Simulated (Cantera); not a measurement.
Feed: 1 mol C₂H₄, 0.55 mol CO₂, equilibrated at 390 Torr.

Cantera equilibrium calculation (NASA polynomials, part measured and part estimated; ideal gas, pure solids and liquids). Candidate condensed phases: C, C₆H₆, C₇H₈, C₈H₁₈, H₂O; 110 gas species. Rates play no part. All values below are at 1425 K.

Base state: H₂ 0.644, CO 0.355, CH₄ 0.000813, H₂O 0.000361, CO₂ 8.74e-5 (mole fractions); condensed: C(graphite).

### Question
What changes in the equilibrium state with this change: CO₂ from 0.55 to 0.3 mol?

### Answer
```json
[
 {"species": "H₂", "before": "0.644", "after": "0.768"},
 {"species": "CO", "before": "0.355", "after": "0.231"},
 {"species": "CH₄", "before": "0.000813", "after": "0.00115"},
 {"species": "CO₂", "before": "8.74e-5", "after": "3.70e-5"},
 {"species": "H₂O", "before": "0.000361", "after": "0.000280"},
 {"species": "C(graphite), mol", "before": "1.45", "after": "1.70"}
]
```
